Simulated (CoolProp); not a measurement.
Aqueous calcium chloride as a coolant, 11 % by mass, freezing at -6.7 °C, 1 atm.

The numbers come from the Melinder's fits for secondary coolants in CoolProp.

| T (°C) | Prandtl number | conductivity (W/(m K)) | cp (kJ/(kg K)) | viscosity (mPa s) |
|---|---|---|---|---|
| -2.5 | 15.8 | 0.551 | 3.506 | 2.48 |
| 3.1 | 13.1 | 0.559 | 3.518 | (withheld) |
| 8.6 | 11.1 | 0.568 | (withheld) | 1.78 |
| 14.2 | (withheld) | 0.577 | 3.541 | 1.54 |
| 19.8 | 8.16 | 0.585 | 3.554 | 1.34 |
| 25.4 | (withheld) | 0.594 | 3.566 | 1.19 |
| 31 | 6.26 | 0.603 | 3.578 | 1.06 |
| 36.6 | 5.55 | 0.612 | 3.590 | 0.947 |

Task: Complete the blanks.

Result: 
- 3.1, viscosity (mPa s): 2.09
- 8.6, cp (kJ/(kg K)): 3.529
- 14.2, Prandtl number: 9.46
- 25.4, Prandtl number: 7.11
